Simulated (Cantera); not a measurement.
Cantera run:

```python
import numpy as np
import cantera as ct

gas_names = """
    FeCL3 FeCL2
""".split()
cond_names = """
    Fe(a) Fe(c) Fe(d) Fe(L)
""".split()


def load(file, names, dense=False):
    # The tables refer to 1 bar. Condensed volumes are neglected.
    table = {s.name: s for s in ct.Species.list_from_file(file)}
    out = []
    for n in names:
        d = dict(table[n].input_data)
        d["thermo"] = dict(d["thermo"], **{"reference-pressure": 1e5})
        if dense:
            d["equation-of-state"] = {"model": "constant-volume", "density": "1e6 g/cm^3"}
        out.append(ct.Species.from_dict(d))
    return out


species = {s.name: s for s in load("nasa_gas.yaml", gas_names) + load("nasa_condensed.yaml", cond_names)}
# Each term lists the table entries of one substance; the one whose range holds T is used.
reactions = {
    'Fe + 2 FeCl3(g) = 3 FeCl2(g)':
        [(-1, ['Fe(a)', 'Fe(c)', 'Fe(d)', 'Fe(L)']), (-2, ['FeCL3']), (3, ['FeCL2'])],
}


def pick(names, T):
    return next(species[n] for n in names if species[n].thermo.min_temp <= T <= species[n].thermo.max_temp)


results = []
for label, terms in reactions.items():
    print(label)
    print("     T/K   dH/kJ  dS/(J/K)   dG/kJ   log10 K")
    for T in [300, 375, 450, 525, 600, 675]:
        used = [(nu, pick(names, T)) for nu, names in terms]
        dH = sum(nu * s.thermo.h(T) for nu, s in used) / 1e6
        dS = sum(nu * s.thermo.s(T) for nu, s in used) / 1e3
        dG = dH - T * dS / 1e3
        logK = -dG * 1e6 / (ct.gas_constant * T * np.log(10))
        results.append((label, T, dH, dS, dG, logK, [s.name for _, s in used]))
        print(f"{T:8g} {dH:8.1f} {dS:8.1f} {dG:8.1f} {logK:8.2f}")
```

Result:

```
Fe + 2 FeCl3(g) = 3 FeCl2(g)
     T/K   dH/kJ  dS/(J/K)   dG/kJ   log10 K
     300     83.2    182.1     28.6    -4.98
     375     82.6    180.2     15.0    -2.09
     450     81.9    178.4      1.6    -0.18
     525     81.1    176.8    -11.7     1.17
     600     80.2    175.2    -24.9     2.17
     675     79.2    173.7    -38.0     2.94
```

Cantera with NASA thermochemical tables; ideal gases at 1 bar, condensed phases pure. Condensed species are held in their standard states even where they would react or evaporate.
